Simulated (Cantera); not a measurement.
An isothermal plug-flow reactor at 925 K and 71000 Pa (inlet), inlet velocity 4.2 m/s, active area per volume 920 1/m; feed CO : O2 : N2 = 0.023 : 0.014 : 0.79 (molar parts), equivalence ratio 0.82.

Cantera simulation using Deutschmann's 1995 Pt surface mechanism with GRI-Mech 3.0 gas chemistry; the numbers are that mechanism's predictions, not measurements. Catalytic surfaces can have several steady states; this one follows from the mechanism file's or the stated starting coverage. Mass transfer to the wall is taken as infinitely fast.

x: gas mole fraction; θ: surface coverage.

| z (m) | x CO | x O2 | x H2O | x CO2 | θ free Pt | θ O* | θ CO* |
|---|---|---|---|---|---|---|---|
| 0.00023 | 0.0256 | 0.0158 | <1e-12 | 0.00227 | 0.400 | 0.00217 | 0.597 |
| 0.00041 | 0.0238 | 0.0149 | <1e-12 | ? | 0.411 | 0.00220 | 0.587 |
| 0.00074 | 0.0206 | 0.0134 | <1e-12 | 0.00727 | 0.434 | 0.00228 | 0.564 |
| 0.0013 | 0.0153 | 0.0107 | <1e-12 | 0.0127 | 0.483 | 0.00247 | 0.515 |
| 0.0023 | 0.00562 | 0.00587 | <1e-12 | 0.0225 | 0.654 | 0.00374 | 0.343 |
| 0.0041 | ? | 0.00307 | <1e-12 | 0.0282 | 0.314 | 0.686 | ? |
| 0.0074 | <1e-12 | 0.00307 | <1e-12 | 0.0282 | 0.314 | 0.686 | <1e-12 |
| 0.013 | <1e-12 | 0.00307 | <1e-12 | 0.0282 | 0.314 | 0.686 | <1e-12 |
| 0.023 | <1e-12 | 0.00307 | <1e-12 | 0.0282 | 0.314 | 0.686 | <1e-12 |

Task: Complete the blanks.

Result: 
- 0.00041, x CO2: 0.00403
- 0.0041, x CO: 1.26e-8
- 0.0041, θ CO*: 1.71e-8
